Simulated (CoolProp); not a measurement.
Properties of carbon dioxide along the isobar 6.3 bar.

Values from CoolProp's reference Helmholtz-energy equation of state, Span 1996.

```json
[
 {"T (°C)": "-14.55", "phase": "gas", "density (kg/m³)": "13.60", "isothermal compressibility (1/MPa)": "1.679", "expansivity (1/kK)": "4.609", "Prandtl number": "0.820", "fugacity coefficient": "0.9503"},
 {"T (°C)": "8.75", "phase": "gas", "density (kg/m³)": "12.31", "isothermal compressibility (1/MPa)": "1.653", "expansivity (1/kK)": "4.037", "Prandtl number": "0.797", "fugacity coefficient": "0.9626"},
 {"T (°C)": "32.15", "phase": "gas", "density (kg/m³)": "11.25", "isothermal compressibility (1/MPa)": "1.637", "expansivity (1/kK)": "3.615", "Prandtl number": "0.782", "fugacity coefficient": "0.9712"},
 {"T (°C)": "55.45", "phase": "gas", "density (kg/m³)": "10.39", "isothermal compressibility (1/MPa)": "1.625", "expansivity (1/kK)": "3.289", "Prandtl number": "0.772", "fugacity coefficient": "0.9775"},
 {"T (°C)": "78.85", "phase": "gas", "density (kg/m³)": "9.648", "isothermal compressibility (1/MPa)": "1.617", "expansivity (1/kK)": "3.023", "Prandtl number": "0.765", "fugacity coefficient": "0.9822"},
 {"T (°C)": "102.15", "phase": "gas", "density (kg/m³)": "9.015", "isothermal compressibility (1/MPa)": "1.611", "expansivity (1/kK)": "2.804", "Prandtl number": "0.759", "fugacity coefficient": "0.9857"},
 {"T (°C)": "125.55", "phase": "gas", "density (kg/m³)": "8.462", "isothermal compressibility (1/MPa)": "1.606", "expansivity (1/kK)": "2.616", "Prandtl number": "0.755", "fugacity coefficient": "0.9885"},
 {"T (°C)": "148.85", "phase": "gas", "density (kg/m³)": "7.977", "isothermal compressibility (1/MPa)": "1.602", "expansivity (1/kK)": "2.455", "Prandtl number": "0.751", "fugacity coefficient": "0.9907"}
]
```

Viscosity comes from a separate model (Laesecke 2017). Thermal conductivity comes from a separate model (Huber 2016).
